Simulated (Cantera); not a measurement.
**Hydrocarbon pyrolysis for carbon deposition**

An isothermal, constant-pressure homogeneous reactor starts with 21.7 % CH4, 78.3 % N2, at 1425 K and 0.00286 atm.

Model: GRI-Mech 3.0 (53 species, 325 reactions), integrated in Cantera. GRI-Mech 3.0 stops at C3 and has no aromatics, soot or wall deposition, so with more carbon than oxygen in the feed, carbon stays in small species such as C2H2 where larger ones or solid carbon would form. Radical loss at walls, strong at low pressure, is not modelled.

```json
[
 {"t (s)": "0.000700", "x CH4": "0.217", "x H": "5.98e-9", "x C2H6": "<1e-12", "x C2H": "<1e-12", "x CH2": "<1e-12", "x C2H2": "<1e-12"},
 {"t (s)": "0.00219", "x CH4": "0.217", "x H": "5.99e-9", "x C2H6": "<1e-12", "x C2H": "<1e-12", "x CH2": "<1e-12", "x C2H2": "<1e-12"},
 {"t (s)": "0.00684", "x CH4": "0.217", "x H": "5.99e-9", "x C2H6": "3.24e-12", "x C2H": "<1e-12", "x CH2": "<1e-12", "x C2H2": "<1e-12"},
 {"t (s)": "0.0214", "x CH4": "0.217", "x H": "6.00e-9", "x C2H6": "9.91e-11", "x C2H": "<1e-12", "x CH2": "1.15e-12", "x C2H2": "<1e-12"},
 {"t (s)": "0.0669", "x CH4": "0.217", "x H": "6.10e-9", "x C2H6": "2.87e-9", "x C2H": "<1e-12", "x CH2": "1.08e-11", "x C2H2": "1.66e-11"},
 {"t (s)": "0.209", "x CH4": "0.217", "x H": "7.05e-9", "x C2H6": "7.21e-8", "x C2H": "<1e-12", "x CH2": "1.03e-10", "x C2H2": "1.68e-9"},
 {"t (s)": "0.654", "x CH4": "0.217", "x H": "1.62e-8", "x C2H6": "1.33e-6", "x C2H": "<1e-12", "x CH2": "9.32e-10", "x C2H2": "1.80e-7"},
 {"t (s)": "2.05", "x CH4": "0.217", "x H": "1.15e-7", "x C2H6": "1.44e-5", "x C2H": "4.01e-12", "x CH2": "7.19e-9", "x C2H2": "2.06e-5"},
 {"t (s)": "6.40", "x CH4": "0.206", "x H": "1.53e-6", "x C2H6": "6.20e-5", "x C2H": "2.64e-10", "x CH2": "2.92e-8", "x C2H2": "0.00170"},
 {"t (s)": "20.0", "x CH4": "0.165", "x H": "6.61e-6", "x C2H6": "3.68e-5", "x C2H": "2.31e-9", "x CH2": "2.34e-8", "x C2H2": "0.0189"}
]
```
x: mole fraction; the columns are a selection and need not sum to one.

Equilibrium at this temperature and pressure: CH4 0.000177, H 6.60e-5, C2H6 2.91e-10, C2H 1.40e-8, CH2 1.62e-10, C2H2 0.0494 (gas phase only).
